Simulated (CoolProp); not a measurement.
Values from CoolProp's reference Helmholtz-energy equation of state, de Reuck 1993.

For methanol, give the phase and the cp (kJ/(kg K)), cv (kJ/(kg K)) at 78.95 °C and 0.67 bar; 199.35 °C and 0.547 bar.


- 78.95 °C and 0.67 bar: gas; cp 1.75, cv 1.43
- 199.35 °C and 0.547 bar: gas; cp 1.81, cv 1.54
